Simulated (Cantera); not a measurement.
# CO + H2 + N2 + NH3 (carbon deposition, reforming and gasification)

Feed: 1 mol CO, 17 mol H2, 4.3 mol N2, 0.089 mol NH3, at 1.00 bar.

Method: chemical equilibrium by Gibbs-energy minimisation in Cantera with the NASA 1993 tables (ideal gas, pure condensed phases). Candidate condensed phases: C, C6H6, C7H8, C8H18, H2O; 136 gas species. Equilibrium is a limit: real reactors are often held back by kinetics, nucleation or transport.

| T (K) | x H2 | x N2 | x CH4 | x H2O | x CO |
|---|---|---|---|---|---|
| 673 | 0.687 | 0.211 | 0.0490 | 0.0490 | 4.46e-7 |
| 698 | 0.688 | 0.211 | 0.0490 | 0.0490 | 1.81e-6 |
| 723 | 0.689 | 0.212 | 0.0489 | 0.0489 | 6.71e-6 |
| 748 | 0.689 | 0.212 | 0.0489 | 0.0489 | 2.28e-5 |
| 773 | 0.690 | 0.212 | 0.0488 | 0.0488 | 7.19e-5 |
| 798 | 0.690 | 0.212 | 0.0486 | 0.0485 | 0.000210 |
| 823 | 0.691 | 0.212 | 0.0481 | 0.0479 | 0.000566 |
| 848 | 0.693 | 0.211 | 0.0470 | 0.0467 | 0.00140 |
| 873 | 0.696 | 0.211 | 0.0449 | 0.0444 | 0.00309 |
| 898 | 0.702 | 0.209 | 0.0414 | 0.0406 | 0.00600 |
| 923 | 0.709 | 0.207 | 0.0366 | 0.0355 | 0.0101 |
| 948 | 0.717 | 0.205 | 0.0310 | 0.0299 | 0.0151 |
| 973 | 0.726 | 0.203 | 0.0254 | 0.0243 | 0.0202 |
| 998 | 0.733 | 0.201 | 0.0203 | 0.0194 | 0.0250 |
x: gas mole fraction; nothing condenses.

From 673 K to 998 K nothing is condensed. The main C-bearing gas is CH4 at 673 K and CO at 998 K.
